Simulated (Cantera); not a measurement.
Tantalum, niobium, vanadium and zirconium in process gases: Zr + O2 + N2O

A closed system holds: 1 mol Zr, 0.34 mol O2, 0.41 mol N2O, equilibrated at 1.00 bar.

These are equilibrium values from Cantera (NASA tables, ideal gas, pure condensed phases), not measurements of a reactor. Candidate condensed phases: Zr, ZrN, ZrO2; 13 gas species. Mutual solubility and eutectic melting of coexisting phases are not modelled. ZrN: taken at fixed stoichiometry. Condensed phases not in the tables: solid solutions among these carbides, nitrides and lower oxides. Rates play no part.

```json
[
 {"T (°C)": "625", "x N2": "1.00", "x ZrO": "<1e-12", "x ZrO2": "<1e-12", "x NO": "<1e-12", "x N": "<1e-12", "x O": "<1e-12", "x Zr": "<1e-12", "n ZrN(s)": "0.455", "n ZrO2(monoclinic)": "0.545", "n ZrO2(tetragonal)": "0"},
 {"T (°C)": "775", "x N2": "1.00", "x ZrO": "<1e-12", "x ZrO2": "<1e-12", "x NO": "<1e-12", "x N": "<1e-12", "x O": "<1e-12", "x Zr": "<1e-12", "n ZrN(s)": "0.455", "n ZrO2(monoclinic)": "0.545", "n ZrO2(tetragonal)": "0"},
 {"T (°C)": "925", "x N2": "1.00", "x ZrO": "<1e-12", "x ZrO2": "<1e-12", "x NO": "<1e-12", "x N": "<1e-12", "x O": "<1e-12", "x Zr": "<1e-12", "n ZrN(s)": "0.455", "n ZrO2(monoclinic)": "0.545", "n ZrO2(tetragonal)": "0"},
 {"T (°C)": "1075", "x N2": "1.00", "x ZrO": "<1e-12", "x ZrO2": "<1e-12", "x NO": "<1e-12", "x N": "<1e-12", "x O": "<1e-12", "x Zr": "<1e-12", "n ZrN(s)": "0.455", "n ZrO2(monoclinic)": "0.545", "n ZrO2(tetragonal)": "0"},
 {"T (°C)": "1225", "x N2": "1.00", "x ZrO": "<1e-12", "x ZrO2": "<1e-12", "x NO": "<1e-12", "x N": "<1e-12", "x O": "<1e-12", "x Zr": "<1e-12", "n ZrN(s)": "0.455", "n ZrO2(monoclinic)": "0", "n ZrO2(tetragonal)": "0.545"},
 {"T (°C)": "1375", "x N2": "1.00", "x ZrO": "<1e-12", "x ZrO2": "<1e-12", "x NO": "4.14e-12", "x N": "1.91e-12", "x O": "<1e-12", "x Zr": "<1e-12", "n ZrN(s)": "0.455", "n ZrO2(monoclinic)": "0", "n ZrO2(tetragonal)": "0.545"},
 {"T (°C)": "1525", "x N2": "1.00", "x ZrO": "1.02e-12", "x ZrO2": "<1e-12", "x NO": "6.50e-11", "x N": "3.53e-11", "x O": "<1e-12", "x Zr": "<1e-12", "n ZrN(s)": "0.455", "n ZrO2(monoclinic)": "0", "n ZrO2(tetragonal)": "0.545"},
 {"T (°C)": "1675", "x N2": "1.00", "x ZrO": "6.09e-11", "x ZrO2": "9.56e-12", "x NO": "6.69e-10", "x N": "4.18e-10", "x O": "1.83e-11", "x Zr": "<1e-12", "n ZrN(s)": "0.455", "n ZrO2(monoclinic)": "0", "n ZrO2(tetragonal)": "0.545"},
 {"T (°C)": "1825", "x N2": "1.00", "x ZrO": "2.00e-9", "x ZrO2": "2.92e-10", "x NO": "4.94e-9", "x N": "3.48e-9", "x O": "2.78e-10", "x Zr": "<1e-12", "n ZrN(s)": "0.455", "n ZrO2(monoclinic)": "0", "n ZrO2(tetragonal)": "0.545"},
 {"T (°C)": "1975", "x N2": "1.00", "x ZrO": "4.09e-8", "x ZrO2": "5.58e-9", "x NO": "2.80e-8", "x N": "2.18e-8", "x O": "2.95e-9", "x Zr": "2.47e-11", "n ZrN(s)": "0.455", "n ZrO2(monoclinic)": "0", "n ZrO2(tetragonal)": "0.545"},
 {"T (°C)": "2125", "x N2": "1.000", "x ZrO": "5.67e-7", "x ZrO2": "7.33e-8", "x NO": "1.28e-7", "x N": "1.09e-7", "x O": "2.34e-8", "x Zr": "6.03e-10", "n ZrN(s)": "0.455", "n ZrO2(monoclinic)": "0", "n ZrO2(tetragonal)": "0.545"},
 {"T (°C)": "2275", "x N2": "1.000", "x ZrO": "5.72e-6", "x ZrO2": "7.05e-7", "x NO": "4.90e-7", "x N": "4.52e-7", "x O": "1.46e-7", "x Zr": "1.00e-8", "n ZrN(s)": "0.455", "n ZrO2(monoclinic)": "0", "n ZrO2(tetragonal)": "0.545"}
]
```
x: gas mole fraction; n: condensed amount in mol.

From 625 °C to 1075 °C the condensed part is ZrN(s) + ZrO2(monoclinic). From 1225 °C to 2275 °C the condensed part is ZrN(s) + ZrO2(tetragonal).
